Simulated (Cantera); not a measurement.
Gas-phase reforming

An isothermal, constant-pressure homogeneous reactor starts with 40.7 % CH4, 20.7 % CO2, 38.6 % H2, at 2025 K and 9.87 atm.

Computed with Cantera and GRI-Mech 3.0 (53 species, 325 reactions). GRI-Mech 3.0 stops at C3 and has no aromatics, soot or wall deposition, so with more carbon than oxygen in the feed, carbon stays in small species such as C2H2 where larger ones or solid carbon would form.

| t (s) | x CH4 | x CO2 | x H2 | x H2O | x CO | x C2H4 |
|---|---|---|---|---|---|---|
| 5.00e-5 | 0.209 | 0.136 | 0.496 | 0.0416 | 0.0449 | 0.00833 |
| 0.000113 | 0.131 | 0.0861 | 0.522 | 0.0779 | 0.0842 | 0.00524 |
| 0.000255 | 0.0720 | 0.0348 | 0.531 | 0.116 | 0.130 | 0.00416 |
| 0.000577 | 0.0396 | 0.0103 | 0.546 | 0.126 | 0.157 | 0.00391 |
| 0.00130 | 0.0280 | 0.00708 | 0.569 | 0.108 | 0.172 | 0.00373 |
| 0.00294 | 0.0244 | 0.00562 | 0.596 | 0.0794 | 0.195 | 0.00335 |
| 0.00665 | 0.0212 | 0.00356 | 0.625 | 0.0463 | 0.222 | 0.00285 |
| 0.0150 | 0.0184 | 0.00150 | 0.650 | 0.0184 | 0.246 | 0.00238 |
| 0.0340 | 0.0168 | 0.000294 | 0.664 | 0.00349 | 0.259 | 0.00211 |
| 0.0767 | 0.0164 | 1.11e-5 | 0.667 | 0.000131 | 0.262 | 0.00204 |
| 0.173 | 0.0164 | 1.63e-6 | 0.667 | 1.94e-5 | 0.262 | 0.00204 |
| 0.392 | 0.0164 | 1.63e-6 | 0.667 | 1.94e-5 | 0.262 | 0.00204 |
| 0.885 | 0.0164 | 1.63e-6 | 0.667 | 1.94e-5 | 0.262 | 0.00204 |
| 2.00 | 0.0164 | 1.63e-6 | 0.667 | 1.94e-5 | 0.262 | 0.00204 |
x: mole fraction; the columns are a selection and need not sum to one.

Equilibrium at this temperature and pressure: CH4 0.0164, CO2 1.65e-6, H2 0.667, H2O 1.96e-5, CO 0.262, C2H4 0.00204 (gas phase only).
